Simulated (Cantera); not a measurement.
Feed: 1 mol Na₂CO₃, 0.043 mol H₂, equilibrated at 1973.15 K and 0.750 bar.

These are equilibrium values from Cantera (NASA tables, ideal gas, pure condensed phases), not measurements of a reactor. Candidate condensed phases: C, C₆H₆, C₇H₈, C₈H₁₈, H₂O, Na, NaOH, NaO₂, Na₂CO₃, Na₂O, Na₂O₂; 117 gas species. The numbers say what is thermodynamically allowed, not how fast it happens.

What is the equilibrium state?


```json
{
  "x(Na)": "0.349",
  "x(CO₂)": "0.319",
  "x(NaOH)": "0.294",
  "x(H₂O)": "0.0231",
  "x(CO)": "0.00598",
  "x(O₂)": "0.00419",
  "x(NaO)": "0.00318",
  "x(Na₂O)": "0.000656",
  "x(Na₂)": "0.000462",
  "n(Na₂CO₃(l))": "0.918 mol",
  "gas_amount": "0.2518 mol",
  "log10 activity of NaOH(l) (absent)": "-1.05",
  "log10 activity of Na(l) (absent)": "-2.29",
  "log10 activity of C(graphite) (absent)": "-8.61"
}
```
